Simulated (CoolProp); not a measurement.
Vapour-liquid equilibrium of neopentane (1) + n-pentane (2) at 1.03 MPa; x and y are mole fractions of (1).

Model: multi-fluid Helmholtz-energy mixture model, Lemmon 2006 and Thol 2019; pair parameters Bell 2016, in CoolProp.

Question: Give the bubble temperature and the first vapour's composition at x = 0.35, 0.45, 0.95. Is there an azeotrope?

Answer: x = 0.35: 387.4 K, y = 0.456; x = 0.45: 384.3 K, y = 0.561; x = 0.95: 370.3 K, y = 0.968. No azeotrope shows between x = 0.05 and 0.95.

The pair parameters rest on a limited set of measurements; away from them the model extrapolates.
